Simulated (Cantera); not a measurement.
Feed: 1 mol Fe2O3, 1.7 mol Cl2, 0.36 mol H2, held at 1498 K and 0.120 bar.

Method: chemical equilibrium by Gibbs-energy minimisation in Cantera with the NASA 1993 tables (ideal gas, pure condensed phases). Candidate condensed phases: Fe, FeCl2, FeCl3, FeO, Fe(OH)2, Fe(OH)3, Fe2O3, Fe3O4, H2O; 22 gas species. Rates play no part.

Base state: FeCl2 0.273, O2 0.267, HCl 0.253, FeCl3 0.0860, Cl2 0.0709, Cl 0.0443, H2O 0.00508, Fe2Cl4 0.000357 (mole fractions); condensed: Fe2O3(s).

What changes in the equilibrium state with this change: H2 from 0.36 to 0.21 mol?


```json
[
 {"species": "O2", "before": "0.267", "after": "0.303"},
 {"species": "FeCl2", "before": "0.273", "after": "0.300"},
 {"species": "HCl", "before": "0.253", "after": "0.156"},
 {"species": "FeCl3", "before": "0.0860", "after": "0.104"},
 {"species": "Cl2", "before": "0.0709", "after": "0.0858"},
 {"species": "Cl", "before": "0.0443", "after": "0.0487"},
 {"species": "H2O", "before": "0.00508", "after": "0.00170"},
 {"species": "OH", "before": "3.13e-5", "after": "1.87e-5"},
 {"species": "HOCl", "before": "1.43e-5", "after": "9.40e-6"},
 {"species": "Fe2Cl6", "before": "8.74e-6", "after": "1.28e-5"},
 {"species": "Fe2Cl4", "before": "0.000357", "after": "0.000432"},
 {"species": "Fe2O3(s), mol", "before": "0.509", "after": "0.467"}
]
```
